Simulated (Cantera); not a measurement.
A perfectly stirred reactor is fed with C₃H₈ : H₂ = 1 : 8 (molar parts), at 218 Torr; it is held at 1473 K, and followed from long to short residence time.

Model: GRI-Mech 3.0 (53 species, 325 reactions), integrated in Cantera. GRI-Mech 3.0 was tuned for natural gas; its chemistry of propane as a main component is partial and can be far from experiment. GRI-Mech 3.0 stops at C3 and has no aromatics, soot or wall deposition, so with more carbon than oxygen in the feed, carbon stays in small species such as C2H2 where larger ones or solid carbon would form.

Problem. Predict: x(C₃H₈) at τ = 2.60 s; x(H₂) at τ = 2.60 s; x(C₂H₆) at τ = 2.60 s; x(CH₄) at τ = 2.60 s; x(C₂H₂) at τ = 2.60 s; x(C₃H₈) at τ = 23.0 ms; x(H₂) at τ = 23.0 ms; x(C₂H₆) at τ = 23.0 ms; x(CH₄) at τ = 23.0 ms; x(C₂H₂) at τ = 23.0 ms.

Solution. 
```json
{
  "x(C₃H₈) at τ = 2.60 s": "1.48e-5",
  "x(H₂) at τ = 2.60 s": "0.828",
  "x(C₂H₆) at τ = 2.60 s": "3.56e-5",
  "x(CH₄) at τ = 2.60 s": "0.0739",
  "x(C₂H₂) at τ = 2.60 s": "0.0896",
  "x(C₃H₈) at τ = 23.0 ms": "0.000694",
  "x(H₂) at τ = 23.0 ms": "0.816",
  "x(C₂H₆) at τ = 23.0 ms": "0.000240",
  "x(CH₄) at τ = 23.0 ms": "0.0893",
  "x(C₂H₂) at τ = 23.0 ms": "0.0704"
}
```
